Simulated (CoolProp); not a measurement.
Model: reference Helmholtz-energy equation of state, Thol 2016, in CoolProp.

Problem. For R1234ze(E), give the phase and the cp (kJ/(kg K)), cv (kJ/(kg K)), expansivity (1/kK), viscosity (µPa s) at -39.95 °C and 0.15 MPa.

Solution. 
- -39.95 °C and 0.15 MPa: liquid; cp 1.25, cv 0.853, expansivity 1.93, viscosity 446

Viscosity comes from a separate model (Bell 2016), an estimate that may be off by 10 % or more.
